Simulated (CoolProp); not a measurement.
Vapour-liquid equilibrium of cyclohexane (1) + ethylbenzene (2) at 0.761 bar; x and y are mole fractions of (1).

The numbers come from the multi-fluid Helmholtz-energy mixture model, Zhou 2014 and Zhou 2012; pair parameters Bell 2016 in CoolProp.

Question: Give the bubble temperature and the first vapour's composition at x = 0.25, 0.35, 0.55. Is there an azeotrope?

Answer: x = 0.25: 373.2 K, y = 0.651; x = 0.35: 366.7 K, y = 0.753; x = 0.55: 357.5 K, y = 0.870. No azeotrope shows between x = 0.05 and 0.95.

The pair parameters rest on a limited set of measurements; away from them the model extrapolates.
